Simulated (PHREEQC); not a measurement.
Consider water at 25 °C with 0.05 mol HCl and 0.00018 mol ZnCl2 per kg of water. Closed to the air; pH follows from the charge balance.

Computed with PHREEQC (ion-association model, phreeqc.dat).

```json
{
 "pH": "1.37",
 "ionic_strength": "0.0505 mol/kgw",
 "specific_conductance": "18600 µS/cm",
 "density": "0.998 g/cm³",
 "total_alkalinity": "-50.0 meq/kg"
}
```

```
species  molality  activity   log γ
-------  --------  --------  ------
Cl-        0.0503    0.0410  -0.090
H+         0.0500    0.0427  -0.069
Zn+2     0.000169   7.82e-5  -0.335
ZnCl+     1.06e-5   8.62e-6  -0.088
ZnCl2     3.65e-7   3.70e-7   0.005
ZnCl3-    2.08e-8   1.70e-8  -0.088
```

No solid was allowed to form.
